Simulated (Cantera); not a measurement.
A closed system holds: 1 mol SiO2, 4.1 mol C, 15 mol N2, equilibrated at 10.0 mbar.

Cantera equilibrium calculation (NASA polynomials, part measured and part estimated; ideal gas, pure solids and liquids). Candidate condensed phases: C, Si, SiC, SiO2, Si2N2O, Si3N4; 34 gas species. N2 is the only nitrogen source here; it is nearly inert below about 1500 K, so the nitride shown seldom forms there in practice. Mutual solubility and eutectic melting of coexisting phases are not modelled. The tables' values for SiN are old estimates; treat these amounts as uncertain. Equilibrium is a limit: real reactors are often held back by kinetics, nucleation or transport.

x: gas mole fraction; n: condensed amount in mol.

```tsv
T (K)	x N2	x CO	x Si	x SiO	x SiC2	n C(graphite)	n SiO2(β-quartz)	n Si2N2O(s)	n SiC(s)
950	0.997	0.00264	<1e-12	<1e-12	<1e-12	4.06	0.974	0.0132	0
1100	0.944	0.0558	<1e-12	?	<1e-12	3.23	0.421	0.290	0
1250	0.906	0.0937	<1e-12	?	<1e-12	2.60	0	0.500	0
1400	0.906	0.0937	3.34e-11	?	<1e-12	2.60	0	0.500	0
1550	0.882	0.117	2.92e-8	?	7.73e-11	1.11	0	0	0.995
1700	0.882	0.117	1.01e-6	?	7.90e-9	1.12	0	0	0.992
1850	0.882	0.117	1.94e-5	?	3.76e-7	1.13	0	0	0.987
2000	0.882	0.117	0.000239	?	9.88e-6	1.14	0	0	0.977
2150	0.880	0.116	0.00206	?	0.000163	1.18	0	0	0.932
2300	0.868	0.114	0.0134	?	0.00185	1.39	0	0	0.660
```

What belongs in the gaps?


- 1100, x SiO: 4.20e-10
- 1250, x SiO: 1.35e-7
- 1400, x SiO: 9.93e-6
- 1550, x SiO: 0.000282
- 1700, x SiO: 0.000480
- 1850, x SiO: 0.000747
- 2000, x SiO: 0.00109
- 2150, x SiO: 0.00149
- 2300, x SiO: 0.00193
